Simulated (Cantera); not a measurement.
A freely propagating, adiabatic, planar premixed flame of H₂ : O₂ : N₂ : H₂O = 1 : 0.208 : 0.783 : 0.096 (molar parts), equivalence ratio 2.4, unburnt at 450 K and 110000 Pa; multicomponent+Soret transport, grid criteria slope 0.08 and curve 0.16, no radiation.

Cantera simulation using the H2/O2 subset of GRI-Mech 3.0, which has no nitrogen chemistry; the numbers are that mechanism's predictions, not measurements. Burning velocities carry a grid error of a few per cent, more on coarse grids.

x: mole fraction of selected species; z is measured from the peak of heat release.

```
z (mm)   T (K)  u (m/s)   x H₂      x O₂   x H₂O     x HO₂       x O     x OH
-------  -----  -------  -----  --------  ------  --------  --------  -------
-1.02      450     4.52  0.479    0.0997  0.0460     <1e-8     <1e-8    <1e-8
-0.677     450     4.52  0.479    0.0997  0.0460     <1e-8     <1e-8    <1e-8
-0.508     450     4.52  0.479    0.0997  0.0460     <1e-8     <1e-8    <1e-8
-0.339     450     4.52  0.478    0.0998  0.0461   4.81e-7   1.21e-8    <1e-8
-0.169     488     4.74  0.458     0.103  0.0489  0.000284   6.32e-6      ___
-0.0847    742     7.00  0.425    0.0960  0.0722  0.000272  0.000156      ___
0         1106     10.3  0.370    0.0685   0.131  0.000103   0.00112      ___
0.0847    1362     12.7  0.307    0.0291   0.207   3.69e-5   0.00173      ___
0.169     1488     13.8  0.277   0.00825   0.247   9.89e-6  0.000975  0.00199
0.339     1593     14.8  0.272  0.000663   0.263   7.51e-7  0.000380  0.00205
0.677     1687     15.5  0.280  0.000114   0.265   1.44e-7  0.000247  0.00201
1.35      1774     16.2  0.288   5.96e-5   0.267   8.08e-8  0.000143      ___
2.71      1845     16.8  0.295   2.78e-5   0.269   4.16e-8   6.80e-5      ___
```

Question: Complete the blanks.

Answer: 
- -0.169, x OH: 3.96e-5
- -0.0847, x OH: 0.000566
- 0, x OH: 0.000933
- 0.0847, x OH: 0.00179
- 1.35, x OH: 0.00174
- 2.71, x OH: 0.00132
